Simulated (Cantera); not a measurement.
What does this Cantera script print?

```python
import numpy as np
import cantera as ct

gas_names = """
    Cr CrN CrO CrO2 CrO3 H HNO HNO2 HNO3 HO2 H2 H2O H2O2 N NH NH2 NH3 NH2OH NO NO2 NO3 N2 N2H2 N2H4 N2O
    O OH O2 O3
""".split()
cond_names = """
    Cr(cr) Cr(L) CrN(s) Cr2N(s) Cr2O3(s) Cr2O3(L) H2O(s) H2O(L)
""".split()


# ... load() reads the species with a 1 bar reference pressure and builds the phases ...
atoms = {
    'Cr': {'Cr': 1},
    'N2O': {'N': 2, 'O': 1},
    'H2': {'H': 2},
}
top_T = {'CrN(s)': 1900, 'Cr2N(s)': 1900}  # K; cautious upper limits of use, not melting points


# ... equilibrate(T, P, feed) seeds the gas with the atoms and calls Mixture.equilibrate('TP', solver="vcs", rtol=1e-11, max_steps=5000) ...
results = []
feed = {'Cr': 1, 'N2O': 12, 'H2': 1.7}  # mol
T = 1150  # K
P = 1000  # Pa
mix = equilibrate(T, P, feed)
results.append((T, P, feed, dict(zip(mix.species_names, mix.species_moles))))
x = sorted(zip(gas.X, gas.species_names), reverse=True)
print(f"T = {T:g} K  P = {P:g} Pa  gas = {mix.phase_moles(0):.4g} mol")
print("   x: " + "  ".join(f"{s} {v:.3e}" for v, s in x if v > 0.0001))
print("   condensed (mol): " + ("  ".join(f"{mix.phase(i).name} {mix.phase_moles(i):.4g}"
      for i in range(1, mix.n_phases) if mix.phase_moles(i) > 1e-12) or "none"))
```

It prints:

```
T = 1150 K  P = 1000 Pa  gas = 18.1 mol
   x: N2 6.629e-01  O2 2.430e-01  H2O 9.392e-02  NO 1.295e-04
   condensed (mol): Cr2O3(s) 0.5
```

These are equilibrium values from Cantera (NASA tables, ideal gas, pure condensed phases), not measurements of a reactor.
